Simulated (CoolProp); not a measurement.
Vapour-liquid equilibrium of ethylene (1) + n-perfluorobutane (2) at 227.1 K; x and y are mole fractions of (1).

Values from CoolProp's multi-fluid Helmholtz-energy mixture model, Smukala 2000 and Gao 2022; pair parameters Bell 2016.

```json
[
 {"x": "0.05", "bubble pressure (MPa)": "0.1565", "y at the bubble point": "0.928", "dew pressure at overall composition x (MPa)": "0.01175", "liquid density (mol/L)": "7.580"},
 {"x": "0.15", "bubble pressure (MPa)": "0.4618", "y at the bubble point": "0.974", "dew pressure at overall composition x (MPa)": "0.01314", "liquid density (mol/L)": "8.087"},
 {"x": "0.25", "bubble pressure (MPa)": "0.7077", "y at the bubble point": "0.983", "dew pressure at overall composition x (MPa)": "0.01490", "liquid density (mol/L)": "8.646"},
 {"x": "0.35", "bubble pressure (MPa)": "0.8538", "y at the bubble point": "0.986", "dew pressure at overall composition x (MPa)": "0.01720", "liquid density (mol/L)": "9.270"},
 {"x": "0.45", "bubble pressure (MPa)": "0.9171", "y at the bubble point": "0.987", "dew pressure at overall composition x (MPa)": "0.02034", "liquid density (mol/L)": "9.971"},
 {"x": "0.55", "bubble pressure (MPa)": "0.9380", "y at the bubble point": "0.987", "dew pressure at overall composition x (MPa)": "0.02487", "liquid density (mol/L)": "10.77"},
 {"x": "0.65", "bubble pressure (MPa)": "0.9519", "y at the bubble point": "0.987", "dew pressure at overall composition x (MPa)": "0.03200", "liquid density (mol/L)": "11.70"},
 {"x": "0.75", "bubble pressure (MPa)": "0.9819", "y at the bubble point": "0.988", "dew pressure at overall composition x (MPa)": "0.04485", "liquid density (mol/L)": "12.80"},
 {"x": "0.85", "bubble pressure (MPa)": "1.042", "y at the bubble point": "0.991", "dew pressure at overall composition x (MPa)": "0.07497", "liquid density (mol/L)": "14.14"},
 {"x": "0.95", "bubble pressure (MPa)": "1.140", "y at the bubble point": "0.996", "dew pressure at overall composition x (MPa)": "0.2290", "liquid density (mol/L)": "15.83"}
]
```

No azeotrope shows between x = 0.05 and 0.95.

Pair parameters are fitted to limited data, so mixtures are less certain than the pure fluids. The gap from Raoult's law changes sign with composition, which may be real or a fault of the pair parameters; it wasn't checked against measurements. With so large a gap from Raoult's law the liquid may split in two, which this calculation doesn't test in full.
